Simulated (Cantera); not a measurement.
Input: 1 mol CuO, 2.2 mol CO, held at 1173 K and 133 Pa.

Equilibrium computed with Cantera from the NASA thermochemical tables; the gas is ideal and each condensed phase is pure. Candidate condensed phases: C, Cu, CuO, Cu2O; 15 gas species. Rates play no part.

Task: What is the equilibrium state?

Result: 
| Property | Value |
|---|---|
| x(CO) | 0.545 |
| x(CO2) | 0.455 |
| x(Cu) | 4.28e-6 |
| n(Cu(s)) | 1.000 mol |
| gas amount | 2.200 mol |
| log10 activity of C(graphite) (absent) | -4.61 |
